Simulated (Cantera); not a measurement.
Input (Python, Cantera):

```python
import numpy as np
import cantera as ct

gas = ct.Solution("gri30.yaml")
gas.TPX = 1225, 2666, {'N2O': 1, 'N2': 5.3, 'H2O': 0.54}
reactor = ct.IdealGasConstPressureReactor(gas, energy="off", clone=False)
net = ct.ReactorNet([reactor])
net.rtol, net.atol = 1e-08, 1e-18
show = ['N2O', 'O', 'NO2', 'NO', 'N2', 'O2']
times = np.geomspace(1e-05, 10, 12)

steps = ct.SolutionArray(gas, extra=["t"])
rows = []
print(f"{'t/s':>10s}{'T/K':>9s}{'P/Pa':>11s}" + "".join(f"{s:>11s}" for s in show))
for t in times:
    while net.time < t:
        t_next = net.step()
        steps.append(gas.state, t=t_next)
    rows.append([np.interp(t, steps.t, y) for y in (steps.T, steps.P, *steps(*show).X.T)])
    print(f"{t:10.3e}{rows[-1][0]:9.1f}{rows[-1][1]:11.4g}" + "".join(f"{x:11.3e}" for x in rows[-1][2:]))
rate = np.gradient(steps.T, steps.t)
print("integrator steps:", len(steps.t))
if steps.T.max() > steps.T[0] + 200:
    print(f"time of steepest temperature rise: {steps.t[rate.argmax()]:.4e} s")
gas.TPX = 1225, 2666, {'N2O': 1, 'N2': 5.3, 'H2O': 0.54}
gas.equilibrate("TP")
print(f"equilibrium (TP): T = {gas.T:.1f} K  " + "  ".join(f"{s} {gas[s].X[0]:.3e}" for s in show))
```

Output:

```
       t/s      T/K       P/Pa        N2O          O        NO2         NO         N2         O2
 1.000e-05   1225.0       2666  1.462e-01  2.650e-08  6.840e-22  2.199e-11  7.749e-01  8.443e-11
 3.511e-05   1225.0       2666  1.462e-01  9.173e-08  9.998e-20  2.679e-10  7.749e-01  1.029e-09
 1.233e-04   1225.0       2666  1.462e-01  3.067e-07  1.453e-17  3.195e-09  7.749e-01  1.226e-08
 4.329e-04   1225.0       2666  1.462e-01  9.134e-07  2.310e-15  3.516e-08  7.749e-01  1.350e-07
 1.520e-03   1225.0       2666  1.462e-01  1.939e-06  8.158e-13  3.087e-07  7.749e-01  1.189e-06
 5.337e-03   1225.0       2666  1.462e-01  2.348e-06  3.332e-10  1.731e-06  7.749e-01  6.784e-06
 1.874e-02   1225.0       2666  1.461e-01  2.496e-06  4.328e-08  7.056e-06  7.749e-01  3.061e-05
 6.579e-02   1225.0       2666  1.458e-01  2.718e-06  9.004e-07  2.727e-05  7.750e-01  1.405e-04
 2.310e-01   1225.0       2666  1.449e-01  2.729e-06  6.823e-06  9.699e-05  7.755e-01  5.420e-04
 8.111e-01   1225.0       2666  1.416e-01  2.708e-06  2.632e-05  3.362e-04  7.773e-01  1.930e-03
 2.848e+00   1225.0       2666  1.308e-01  2.659e-06  5.800e-05  1.145e-03  7.831e-01  6.547e-03
 1.000e+01   1225.0       2666  9.936e-02  2.568e-06  6.932e-05  3.511e-03  7.998e-01  1.999e-02
integrator steps: 892
equilibrium (TP): T = 1225.0 K  N2O 1.656e-09  O 6.767e-08  NO2 1.960e-07  NO 1.408e-04  N2 8.582e-01  O2 6.805e-02
```

Computed with Cantera and GRI-Mech 3.0 (53 species, 325 reactions). GRI-Mech 3.0 was tuned for natural gas; its chemistry of N2O as a main component is partial and can be far from experiment. Radical loss at walls, strong at low pressure, is not modelled. The mechanism lacks the step 2 NO + O2 → 2 NO2, which can matter for NO2 below about 1400 K. The temperature is held fixed by assumption; the heat of reaction is taken as removed at once.
